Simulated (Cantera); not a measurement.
Input: 1 mol SiO2, 49 mol HCl, 98 mol N2, equilibrated at 750 °C and 0.490 bar.

These are equilibrium values from Cantera (NASA tables, ideal gas, pure condensed phases), not measurements of a reactor. Candidate condensed phases: H2O, NH4Cl, Si, SiO2, Si2N2O, Si3N4; 47 gas species. Kinetics and transport are ignored.

Base state: N2 0.667, HCl 0.333, H2O 4.23e-5, SiCl4 2.11e-5 (mole fractions); condensed: SiO2(β-quartz).

Task: What changes in the equilibrium state with this change: SiO2 replaced by CaO?

Result: 
| species | before | after |
|---|---|---|
| N2 | 0.667 | 0.671 |
| HCl | 0.333 | 0.322 |
| H2O | 4.23e-5 | 0.00685 |
| SiCl4 | 2.11e-5 | 0 |
| SiO2(β-quartz), mol | 0.997 | 0 |
| CaCl2(s), mol | 0 | 1.000 |
Condensed phases not in the tables: oxide chlorides. Further candidate phases: Ca, CaCl2, CaO, Ca(OH)2.
